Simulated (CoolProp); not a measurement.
Saturation properties of water.

Values from CoolProp's reference Helmholtz-energy equation of state, Wagner 2002.

| T (K) | p (MPa) | vapour density (kg/m³) | enthalpy of vaporisation (kJ/kg) | liquid cp (kJ/(kg K)) | surface tension (mN/m) |
|---|---|---|---|---|---|
| 489.5 | 2.162 | 10.84 | 1873 | 4.590 | 33.7 |
| 496.6 | 2.477 | 12.39 | 1842 | 4.639 | 32.1 |
| 503.6 | 2.820 | 14.10 | 1811 | 4.691 | 30.4 |
| 510.7 | 3.205 | 16.03 | 1777 | 4.750 | 28.8 |
| 517.8 | 3.629 | 18.18 | 1742 | 4.816 | 27.1 |
| 524.8 | 4.088 | 20.55 | 1707 | 4.888 | 25.4 |
| 531.9 | 4.598 | 23.21 | 1669 | 4.970 | 23.8 |
| 538.9 | 5.146 | 26.14 | 1629 | 5.062 | 22.1 |
| 546 | 5.753 | 29.44 | 1587 | 5.167 | 20.5 |

It boils at 373.1 K under 1 atm.

Surface tension comes from a separate correlation (Mulero 2012).
